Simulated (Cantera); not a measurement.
A freely propagating, adiabatic, planar premixed flame of H₂ : O₂ : N₂ = 1 : 0.5 : 1.88 (molar parts), equivalence ratio 1.0, unburnt at 325 K and 0.132 atm; mixture-averaged transport, grid criteria slope 0.08 and curve 0.16, no radiation.

Model: the H2/O2 subset of GRI-Mech 3.0, which has no nitrogen chemistry, integrated in Cantera. Burning velocities carry a grid error of a few per cent, more on coarse grids.

Question: How do the results move with these cheaper or finer settings: unity-Lewis-number transport; multicomponent transport; multicomponent+Soret transport; grid criteria slope 0.5, curve 1; grid criteria slope 0.25, curve 0.5; grid criteria slope 0.03, curve 0.06?

Answer: 
| setting | laminar burning velocity | thermal thickness | peak x(H₂O₂) | peak x(O) | grid points |
|---|---|---|---|---|---|
| as above | 223 cm/s | 5.32 mm | 4.26e-5 | 0.0125 | 136 |
| unity-Lewis-number transport | 141 cm/s | 4.00 mm | 1.15e-5 | 0.0128 | 123 |
| multicomponent transport | 219 cm/s | 5.30 mm | 4.32e-5 | 0.0124 | 136 |
| multicomponent+Soret transport | 205 cm/s | 5.17 mm | 4.28e-5 | 0.0123 | 136 |
| grid criteria slope 0.5, curve 1 | 242 cm/s | 6.27 mm | 2.84e-5 | 0.0135 | 43 |
| grid criteria slope 0.25, curve 0.5 | 231 cm/s | 5.71 mm | 3.64e-5 | 0.0126 | 69 |
| grid criteria slope 0.03, curve 0.06 | 222 cm/s | 5.23 mm | 4.47e-5 | 0.0124 | 282 |
Unity Lewis numbers drop preferential diffusion, which matters most where H2 and H carry the flame; Soret adds thermal diffusion.
